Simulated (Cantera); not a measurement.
Input (Python, Cantera) and output of one run.

```python
import numpy as np
import cantera as ct

gas_names = """
    N NO NO2 NO3 N2 N2O O O2 O3
""".split()
cond_names = """

""".split()


# ... load() reads the species with a 1 bar reference pressure and builds the phases ...
atoms = {
    'N2O': {'N': 2, 'O': 1},
    'O2': {'O': 2},
}
top_T = {}  # K; cautious upper limits of use, not melting points


# ... equilibrate(T, P, feed) seeds the gas with the atoms and calls Mixture.equilibrate('TP', solver="vcs", rtol=1e-11, max_steps=5000) ...
results = []
feed = {'N2O': 1, 'O2': 2}  # mol
P = 13332.2  # Pa
for T in [1673, 1748, 1823, 1898, 1973, 2048, 2123, 2198, 2273, 2348, 2423]:
    mix = equilibrate(T, P, feed)
    results.append((T, P, feed, dict(zip(mix.species_names, mix.species_moles))))
    x = sorted(zip(gas.X, gas.species_names), reverse=True)
    print(f"T = {T:g} K  P = {P:g} Pa  gas = {mix.phase_moles(0):.4g} mol")
    print("   x: " + "  ".join(f"{s} {v:.3e}" for v, s in x if v > 0.0001))
    print("   condensed (mol): " + ("  ".join(f"{mix.phase(i).name} {mix.phase_moles(i):.4g}"
          for i in range(1, mix.n_phases) if mix.phase_moles(i) > 1e-12) or "none"))
```

Result:

```
T = 1673 K  P = 13332.2 Pa  gas = 3.5 mol
   x: O2 7.128e-01  N2 2.843e-01  NO 2.891e-03
   condensed (mol): none
T = 1748 K  P = 13332.2 Pa  gas = 3.5 mol
   x: O2 7.122e-01  N2 2.838e-01  NO 3.829e-03  O 1.695e-04
   condensed (mol): none
T = 1823 K  P = 13332.2 Pa  gas = 3.501 mol
   x: O2 7.115e-01  N2 2.832e-01  NO 4.954e-03  O 3.485e-04
   condensed (mol): none
T = 1898 K  P = 13332.2 Pa  gas = 3.501 mol
   x: O2 7.106e-01  N2 2.825e-01  NO 6.276e-03  O 6.771e-04
   condensed (mol): none
T = 1973 K  P = 13332.2 Pa  gas = 3.502 mol
   x: O2 7.093e-01  N2 2.816e-01  NO 7.805e-03  O 1.251e-03
   condensed (mol): none
T = 2048 K  P = 13332.2 Pa  gas = 3.504 mol
   x: O2 7.076e-01  N2 2.806e-01  NO 9.545e-03  O 2.209e-03
   condensed (mol): none
T = 2123 K  P = 13332.2 Pa  gas = 3.507 mol
   x: O2 7.053e-01  N2 2.794e-01  NO 1.150e-02  O 3.747e-03
   condensed (mol): none
T = 2198 K  P = 13332.2 Pa  gas = 3.511 mol
   x: O2 7.022e-01  N2 2.780e-01  NO 1.365e-02  O 6.128e-03
   condensed (mol): none
T = 2273 K  P = 13332.2 Pa  gas = 3.517 mol
   x: O2 6.980e-01  N2 2.763e-01  NO 1.600e-02  O 9.694e-03
   condensed (mol): none
T = 2348 K  P = 13332.2 Pa  gas = 3.526 mol
   x: O2 6.923e-01  N2 2.743e-01  NO 1.853e-02  O 1.488e-02
   condensed (mol): none
T = 2423 K  P = 13332.2 Pa  gas = 3.539 mol
   x: O2 6.846e-01  N2 2.719e-01  O 2.220e-02  NO 2.121e-02
   condensed (mol): none
```

Method: chemical equilibrium by Gibbs-energy minimisation in Cantera with the NASA 1993 tables (ideal gas, pure condensed phases).
